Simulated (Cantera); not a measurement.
Thermodynamics of boron, boron nitride and boron oxide, feed B2O3 + H2 + N2

Input: 1 mol B2O3, a varied amount of H2, 0.52 mol N2, equilibrated at 1725 °C and 10.0 Torr.

These are equilibrium values from Cantera (NASA tables, ideal gas, pure condensed phases), not measurements of a reactor. Candidate condensed phases: B, BN, B2O3, B3O3H3, H2O; 39 gas species. Equilibrium is a limit: real reactors are often held back by kinetics, nucleation or transport.

From 1.1 mol H2 to 50 mol H2 nothing is condensed. The main B-bearing gas is B2O3 at 1.1 mol H2 and HBO at 50 mol H2.

```tsv
n(H2) (mol)	log p H2	log p B2O3	log p N2	log p HBO2	log p HBO	log p B2O2	log p BO	log p H
1.1	-2.35	-2.44	-2.58	-2.88	-3.18	-3.58	-3.64	-3.97
1.6	-2.25	-2.54	-2.66	-2.90	-3.16	-3.63	-3.67	-3.92
2.2	-2.17	-2.64	-2.74	-2.93	-3.15	-3.70	-3.70	-3.88
3.2	-2.10	-2.77	-2.84	-2.98	-3.17	-3.80	-3.75	-3.85
4.5	-2.05	-2.92	-2.94	-3.04	-3.20	-3.91	-3.80	-3.82
6.3	-2.01	-3.07	-3.06	-3.12	-3.24	-4.03	-3.86	-3.80
8.9	-1.98	-3.24	-3.18	-3.21	-3.29	-4.17	-3.93	-3.78
13	-1.95	-3.45	-3.33	-3.31	-3.36	-4.34	-4.02	-3.77
18	-1.93	-3.64	-3.45	-3.42	-3.43	-4.49	-4.10	-3.76
25	-1.92	-3.85	-3.59	-3.53	-3.51	-4.66	-4.18	-3.76
36	-1.91	-4.09	-3.74	-3.67	-3.60	-4.86	-4.28	-3.75
50	-1.90	-4.32	-3.87	-3.81	-3.69	-5.05	-4.37	-3.75
```
log p: log10 of the partial pressure in bar; nothing condenses.
